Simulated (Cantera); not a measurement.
# Reactions in the system N-O-Ti

Cantera with NASA thermochemical tables; ideal gases at 1 bar, condensed phases pure. Values are per mole of reaction as written; species without (g) are pure solids or liquids, kept so even where they would boil at 1 bar.

Ti4O7 + 2 N(g) ⇌ N2O(g) + 2 Ti2O3

```tsv
T (K)	ΔH° (kJ)	ΔS° (J/K)	ΔG° (kJ)	log10 K	condensed phases
300	-500.9	-130.4	-461.7	80.39	Ti4O7(s), Ti2O3(s)
1025	-493.8	-120.7	-370.1	18.86	Ti4O7(s), Ti2O3(s)
1225	-491.6	-118.7	-346.1	14.76	Ti4O7(s), Ti2O3(s)
1425	-489.4	-117.1	-322.5	11.82	Ti4O7(s), Ti2O3(s)
1625	-487.3	-115.7	-299.3	9.62	Ti4O7(s), Ti2O3(s)
1825	-485.3	-114.5	-276.2	7.91	Ti4O7(s), Ti2O3(s)
2025	-713.2	-231.4	-244.7	6.31	Ti4O7(l), Ti2O3(s)
2225	-511.4	-136.0	-208.9	4.90	Ti4O7(l), Ti2O3(l)
2425	-518.2	-138.9	-181.4	3.91	Ti4O7(l), Ti2O3(l)
2625	-524.9	-141.5	-153.4	3.05	Ti4O7(l), Ti2O3(l)
2825	-531.5	-144.0	-124.8	2.31	Ti4O7(l), Ti2O3(l)
```

N2O(g) + Ti2O3 ⇌ 2 N(g) + 2 TiO2

```json
[
 {"T (K)": "300", "ΔH° (kJ)": "495.1", "ΔS° (J/K)": "109.8", "ΔG° (kJ)": "462.2", "log10 K": "-80.47", "condensed phases": "Ti2O3(s), TiO2(rutile)"},
 {"T (K)": "1025", "ΔH° (kJ)": "491.8", "ΔS° (J/K)": "106.9", "ΔG° (kJ)": "382.2", "log10 K": "-19.48", "condensed phases": "Ti2O3(s), TiO2(rutile)"},
 {"T (K)": "1225", "ΔH° (kJ)": "489.6", "ΔS° (J/K)": "104.9", "ΔG° (kJ)": "361.0", "log10 K": "-15.39", "condensed phases": "Ti2O3(s), TiO2(rutile)"},
 {"T (K)": "1425", "ΔH° (kJ)": "487.1", "ΔS° (J/K)": "103.0", "ΔG° (kJ)": "340.2", "log10 K": "-12.47", "condensed phases": "Ti2O3(s), TiO2(rutile)"},
 {"T (K)": "1625", "ΔH° (kJ)": "484.4", "ΔS° (J/K)": "101.3", "ΔG° (kJ)": "319.8", "log10 K": "-10.28", "condensed phases": "Ti2O3(s), TiO2(rutile)"},
 {"T (K)": "1825", "ΔH° (kJ)": "481.5", "ΔS° (J/K)": "99.6", "ΔG° (kJ)": "299.7", "log10 K": "-8.58", "condensed phases": "Ti2O3(s), TiO2(rutile)"},
 {"T (K)": "2025", "ΔH° (kJ)": "478.4", "ΔS° (J/K)": "98.0", "ΔG° (kJ)": "280.0", "log10 K": "-7.22", "condensed phases": "Ti2O3(s), TiO2(rutile)"},
 {"T (K)": "2225", "ΔH° (kJ)": "508.3", "ΔS° (J/K)": "111.6", "ΔG° (kJ)": "259.9", "log10 K": "-6.10", "condensed phases": "Ti2O3(l), TiO2(l)"},
 {"T (K)": "2425", "ΔH° (kJ)": "513.0", "ΔS° (J/K)": "113.6", "ΔG° (kJ)": "237.4", "log10 K": "-5.11", "condensed phases": "Ti2O3(l), TiO2(l)"},
 {"T (K)": "2625", "ΔH° (kJ)": "517.6", "ΔS° (J/K)": "115.5", "ΔG° (kJ)": "214.5", "log10 K": "-4.27", "condensed phases": "Ti2O3(l), TiO2(l)"},
 {"T (K)": "2825", "ΔH° (kJ)": "522.1", "ΔS° (J/K)": "117.1", "ΔG° (kJ)": "191.2", "log10 K": "-3.54", "condensed phases": "Ti2O3(l), TiO2(l)"}
]
```
